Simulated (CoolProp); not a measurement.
Values from CoolProp's reference Helmholtz-energy equation of state, Tillner-Roth 1997.

Question: For CH2F2 (R32), give the phase and the cp (kJ/(kg K)), speed of sound (m/s), Joule-Thomson coefficient (K/MPa), viscosity (µPa s) at 64.15 °C and 0.101 MPa; 103.25 °C and 0.101 MPa; 122.75 °C and 0.101 MPa.

Answer: 
- 64.15 °C and 0.101 MPa: gas; cp 0.898, speed of sound 255, Joule-Thomson coefficient 16.9, viscosity 15.1
- 103.25 °C and 0.101 MPa: gas; cp 0.956, speed of sound 268, Joule-Thomson coefficient 12.0, viscosity 16.8
- 122.75 °C and 0.101 MPa: gas; cp 0.987, speed of sound 274, Joule-Thomson coefficient 10.3, viscosity 17.6

Viscosity comes from a separate model (Bell 2016), an estimate that may be off by 10 % or more.
